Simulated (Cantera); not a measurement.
An isothermal, constant-pressure homogeneous reactor starts with C2H6 : N2 = 1 : 5.2 (molar parts), at 1750 K and 0.987 atm. Integrator tolerance rtol = 1e-08.

Model: GRI-Mech 3.0 (53 species, 325 reactions), integrated in Cantera. GRI-Mech 3.0 stops at C3 and has no aromatics, soot or wall deposition, so with more carbon than oxygen in the feed, carbon stays in small species such as C2H2 where larger ones or solid carbon would form.

Problem. What does this change do: C2H6 1 to 0.21 parts?

Solution. 
```
quantity                                             before                                    after
----------------  -----------------------------------------  ---------------------------------------
x(C2H6) at 100 s    3.84e-7 (gas-phase equilibrium 2.06e-7)  1.02e-8 (gas-phase equilibrium 2.68e-9)
x(C2H4) at 100 s  0.000948 (gas-phase equilibrium 0.000505)  8.46e-5 (gas-phase equilibrium 2.20e-5)
x(C2H) at 100 s     4.04e-7 (gas-phase equilibrium 2.13e-7)  2.20e-7 (gas-phase equilibrium 5.68e-8)
x(CH3) at 100 s     3.31e-5 (gas-phase equilibrium 2.42e-5)  5.40e-6 (gas-phase equilibrium 2.76e-6)
x(C2H2) at 100 s       0.120 (gas-phase equilibrium 0.0634)   0.0357 (gas-phase equilibrium 0.00924)
```

Problem. What does this change do: N2 5.2 to 2.2 parts?

Solution. 
```
quantity                                             before                                    after
----------------  -----------------------------------------  ---------------------------------------
x(C2H6) at 100 s    3.84e-7 (gas-phase equilibrium 2.06e-7)  1.47e-6 (gas-phase equilibrium 9.94e-7)
x(C2H4) at 100 s  0.000948 (gas-phase equilibrium 0.000505)  0.00233 (gas-phase equilibrium 0.00156)
x(C2H) at 100 s     4.04e-7 (gas-phase equilibrium 2.13e-7)  5.06e-7 (gas-phase equilibrium 3.37e-7)
x(CH3) at 100 s     3.31e-5 (gas-phase equilibrium 2.42e-5)  6.48e-5 (gas-phase equilibrium 5.33e-5)
x(C2H2) at 100 s       0.120 (gas-phase equilibrium 0.0634)      0.188 (gas-phase equilibrium 0.125)
```
